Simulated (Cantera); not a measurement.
## Ignition delay

Mixture: 15.4 % CH3OH, 17.7 % O2, 66.9 % N2, equivalence ratio 1.3, at 1000000 Pa, adiabatic and at constant pressure. Ignition delay is the time to a rise of 400 K.

Cantera simulation using GRI-Mech 3.0 (53 species, 325 reactions); the numbers are that mechanism's predictions, not measurements. GRI-Mech 3.0 was tuned for natural gas; its chemistry of methanol as a main component is partial and can be far from experiment.

```
T0 (K)  delay (ms)
------  ----------
1323         0.217
1398        0.0842
1473        0.0369
1548        0.0180
1623       0.00962
1698       0.00553
```

* **apparent activation energy between 1548 and 1698 K**: 170 kJ/mol
